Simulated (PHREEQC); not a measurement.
0.018 g of hydrous ferric oxide (600 m²/g; 0.2 weak and 0.005 strong sites per Fe, Dzombak-Morel constants, diffuse double layer) in 1 kg of water with 0.1 mol/kgw of an inert sodium salt and 6.7e-05 mol NiCl2, at 25 °C; the pH is set by adding NaOH or the inert anion's acid. Oxygen alone is held at its pressure in air (log pO2 = -0.68). The system is closed to CO2. Precipitation was switched off in this run.

All values are PHREEQC results (ion-association model, wateq4f.dat), not measurements.

### Question
Predict Ni sorbed (%), surface charge σ (C/m²) at pH = 5.12, 7.38.

### Answer
| pH | Ni sorbed (%) | surface charge σ (C/m²) |
|---|---|---|
| 5.12 | 0.0 | 0.201 |
| 7.38 | 10.6 | 0.043 |

Along this series the solution becomes supersaturated in solids that the run did not let form, among them Ni(OH)2. Complexes and solids missing from the database can't appear.
